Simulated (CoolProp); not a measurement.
Nitrous oxide along the isotherm 326.4 K: Z from the reference equation and from simpler models built on Tc = 309.5 K, pc = 72.45 bar, ω = 0.161; each cubic takes its own stable root.

Computed with CoolProp (reference Helmholtz-energy equation of state, Lemmon 2006). It is a short technical equation, of lower accuracy than the large ones.

| p (bar) | phase | reference | Redlich-Kwong | Soave-Redlich-Kwong | Peng-Robinson |
|---|---|---|---|---|---|
| 0.344 | gas | 0.9986 | 0.9986 | 0.9986 | 0.9985 |
| 0.611 | gas | 0.9975 | 0.9975 | 0.9976 | 0.9973 |
| 1.09 | gas | 0.9956 | 0.9956 | 0.9957 | 0.9951 |
| 1.93 | gas | 0.9922 | 0.9922 | 0.9923 | 0.9913 |
| 3.44 | gas | 0.9860 | 0.9860 | 0.9863 | 0.9845 |
| 6.11 | gas | 0.9750 | 0.9750 | 0.9754 | 0.9724 |
| 10.9 | gas | 0.9549 | 0.9549 | 0.9557 | 0.9503 |
| 19.3 | gas | 0.9184 | 0.9184 | 0.9199 | 0.9105 |
| 34.4 | gas | 0.8479 | 0.8478 | 0.8509 | 0.8348 |
| 61.1 | gas | 0.6993 | 0.6992 | 0.7074 | 0.6814 |
| 109 | supercritical | 0.3211 | 0.3580 | 0.3776 | 0.3499 |
